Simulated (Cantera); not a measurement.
A perfectly stirred reactor is fed with 30.3 % C₂H₆, 69.7 % H₂, at 2.18 Torr; it is held at 1425 K, and followed from long to short residence time.

Computed with Cantera and GRI-Mech 3.0 (53 species, 325 reactions). GRI-Mech 3.0 stops at C3 and has no aromatics, soot or wall deposition, so with more carbon than oxygen in the feed, carbon stays in small species such as C2H2 where larger ones or solid carbon would form. Radical loss at walls, strong at low pressure, is not modelled.

x: mole fraction; the columns are a selection and need not sum to one.

```csv
τ (s),x C₂H₆,x H₂,x C₂H,x CH₄,x H,x C₂H₂,x CH₃
1.6,0.00187,0.713,8.24e-8,0.136,0.000382,0.133,0.00151
0.46,0.00557,0.686,8.13e-8,0.167,0.000453,0.107,0.00243
0.14,0.0156,0.662,?,0.189,0.000532,0.0723,0.00388
0.040,0.0444,0.646,?,0.187,0.000599,0.0348,0.00638
0.012,0.111,0.657,?,0.133,0.000579,0.0103,0.00893
0.0035,0.218,0.684,8.36e-10,0.0463,0.000425,0.00117,0.00780
0.0010,0.286,0.695,1.01e-11,0.00595,0.000206,2.97e-5,0.00316
0.00031,0.300,0.696,<1e-12,0.000688,6.73e-5,2.54e-7,0.00116
```

Task: Fill in the missing entries.

Result: 
- 0.14, x C₂H: 6.70e-8
- 0.040, x C₂H: 3.73e-8
- 0.012, x C₂H: 1.05e-8
